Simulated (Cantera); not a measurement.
**Low-pressure radical oxidation in H2/O2**

An isothermal, constant-pressure homogeneous reactor starts with 20.0 % H2, 80.0 % O2, equivalence ratio 0.12, at 1350 K and 7.50 Torr.

Computed with Cantera and the H2/O2 subset of GRI-Mech 3.0, which has no nitrogen chemistry. Radical loss at walls, strong at low pressure, is not modelled. The temperature is held fixed by assumption; the heat of reaction is taken as removed at once.

| t (s) | x H2 | x O2 | x H2O | x H2O2 | x H | x OH | x HO2 |
|---|---|---|---|---|---|---|---|
| 9.00e-6 | 0.200 | 0.800 | 2.18e-10 | 2.18e-12 | 1.12e-8 | 1.22e-9 | 1.23e-8 |
| 7.46e-5 | 0.200 | 0.800 | 7.70e-8 | 1.48e-10 | 1.14e-7 | 5.07e-8 | 1.02e-7 |
| 0.000618 | 0.195 | 0.797 | 0.00347 | 1.13e-8 | 0.00202 | 0.00106 | 1.66e-6 |
| 0.00512 | 0.00916 | 0.684 | 0.160 | 1.81e-7 | 0.0520 | 0.0150 | 4.59e-6 |
| 0.0424 | 0.00367 | 0.746 | 0.202 | 1.95e-7 | 0.0109 | 0.00989 | 4.59e-6 |
| 0.352 | 9.34e-5 | 0.776 | 0.221 | 4.29e-8 | 4.13e-5 | 0.00161 | 6.57e-7 |
| 2.91 | 3.18e-6 | 0.778 | 0.222 | 5.05e-9 | 2.62e-7 | 0.000298 | 6.22e-8 |
| 24.1 | 5.35e-7 | 0.778 | 0.222 | 1.58e-9 | 1.81e-8 | 0.000122 | 7.36e-8 |
| 200 | 5.18e-7 | 0.778 | 0.222 | 1.55e-9 | 1.73e-8 | 0.000120 | 7.44e-8 |
x: mole fraction; the columns are a selection and need not sum to one.

Equilibrium at this temperature and pressure: H2 5.18e-7, O2 0.778, H2O 0.222, H2O2 1.55e-9, H 1.73e-8, OH 0.000120, HO2 7.44e-8 (gas phase only).
